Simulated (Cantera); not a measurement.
# Adiabatic ignition

An adiabatic, constant-pressure homogeneous reactor starts with CO : H2 : O2 : N2 = 1 : 0.26 : 0.45 : 1.69 (molar parts), equivalence ratio 1.4, at 1475 K and 1.18 atm.

Cantera simulation using GRI-Mech 3.0 (53 species, 325 reactions); the numbers are that mechanism's predictions, not measurements.

```tsv
t (s)	T (K)	x CO	x H2	x O2	x H2O2	x HO2
1.00e-6	1475	0.294	0.0765	0.132	1.07e-10	5.51e-8
3.55e-6	1475	0.294	0.0765	0.132	1.22e-9	2.23e-7
1.26e-5	1477	0.294	0.0743	0.131	2.33e-7	3.05e-5
4.47e-5	2053	0.193	0.0133	0.0395	2.28e-7	7.92e-6
0.000159	2550	0.183	0.0115	0.0315	8.48e-8	3.77e-6
0.000563	2817	0.167	0.00956	0.0225	1.30e-7	4.58e-6
0.00200	2820	0.167	0.00961	0.0202	1.28e-7	4.31e-6
0.00710	2818	0.167	0.00965	0.0198	1.26e-7	4.22e-6
0.0252	2818	0.167	0.00965	0.0198	1.26e-7	4.22e-6
0.0894	2818	0.167	0.00965	0.0198	1.26e-7	4.22e-6
0.317	2818	0.167	0.00965	0.0198	1.26e-7	4.22e-6
1.13	2818	0.167	0.00965	0.0198	1.26e-7	4.22e-6
4.00	2818	0.167	0.00965	0.0198	1.26e-7	4.22e-6
```
x: mole fraction; the columns are a selection and need not sum to one.

```
Item                                                                Result
---------------------------------  ---------------------------------------
time of steepest temperature rise                                  19.6 µs
temperature at 4.00 s                                               2818 K
equilibrium temperature                                             2818 K
x(CO) at 4.00 s                        0.167 (gas-phase equilibrium 0.167)
x(H2) at 4.00 s                    0.00965 (gas-phase equilibrium 0.00965)
x(O2) at 4.00 s                      0.0198 (gas-phase equilibrium 0.0198)
```
